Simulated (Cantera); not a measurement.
Silicon oxide and oxynitride deposition: SiH2Cl2 + N2O + H2

A closed system holds: 1 mol SiH2Cl2, 6.2 mol N2O, 0.99 mol H2, held at 1425 K and 0.910 bar.

Equilibrium computed with Cantera from the NASA thermochemical tables; the gas is ideal and each condensed phase is pure. Candidate condensed phases: H2O, NH4Cl, Si, SiO2, Si2N2O, Si3N4; 47 gas species. The tables hold silica as quartz up to 1696 K and as liquid above; real silica turns to tridymite and cristobalite and melts near 1996 K. Gases not in the tables: Si(OH)4. Kinetics and transport are ignored.

```json
{
 "x(N2)": "0.575",
 "x(HCl)": "0.174",
 "x(O2)": "0.146",
 "x(H2O)": "0.0976",
 "x(Cl2)": "0.00454",
 "x(Cl)": "0.00243",
 "x(NO)": "0.000592",
 "x(OH)": "3.63e-5",
 "x(ClO)": "2.40e-5",
 "n(SiO2(β-quartz))": "1.00 mol",
 "gas_amount": "10.78 mol",
 "log10 activity of Si(s) (absent)": "-23.18"
}
```
